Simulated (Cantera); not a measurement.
A freely propagating, adiabatic, planar premixed flame of H2 : O2 : N2 : H2O = 1 : 0.417 : 1.08 : 0.62 (molar parts), unburnt at 700 K and 825 Torr; mixture-averaged transport, grid criteria slope 0.08 and curve 0.16, no radiation.

Cantera simulation using the H2/O2 subset of GRI-Mech 3.0, which has no nitrogen chemistry; the numbers are that mechanism's predictions, not measurements. Burning velocities carry a grid error of a few per cent, more on coarse grids.

Predict: laminar burning velocity; thermal thickness; peak x(H); peak x(OH); peak x(H2O2).


| Item | Result |
|---|---|
| laminar burning velocity | 1020 cm/s |
| thermal thickness | 0.373 mm |
| peak x(H) | 0.0544 |
| peak x(OH) | 0.0187 |
| peak x(H2O2) | 2.05e-5 |
